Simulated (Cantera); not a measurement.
Aluminium and copper etching: Cu + F₂

Feed: 1 mol Cu, 3.5 mol F₂, equilibrated at 1.33 mbar.

These are equilibrium values from Cantera (NASA tables, ideal gas, pure condensed phases), not measurements of a reactor. Candidate condensed phases: Cu, CuF₂; 6 gas species. Rates play no part.

```tsv
T (K)	log p F₂	log p F	log p CuF₂	log p CuF	n CuF₂(s)
450	-2.88	-7.63	<-14	<-14	1.00
550	-2.88	-5.93	<-14	<-14	1.00
650	-2.88	-4.75	-12.21	<-14	1.00
750	-2.92	-3.90	-9.40	<-14	1.000
850	-3.08	-3.30	-7.28	<-14	1.000
950	-3.51	-2.99	-5.62	-14.68	0.993
1050	-4.22	-2.91	-4.29	-11.67	0.811
1150	-5.03	-2.96	-3.65	-9.52	0
1250	-5.62	-2.96	-3.65	-8.30	0
1350	-6.14	-2.95	-3.65	-7.26	0
```
log p: log10 of the partial pressure in bar; n: condensed amount in mol.

From 450 K to 1050 K the condensed part is CuF₂(s). From 1150 K to 1350 K nothing is condensed.
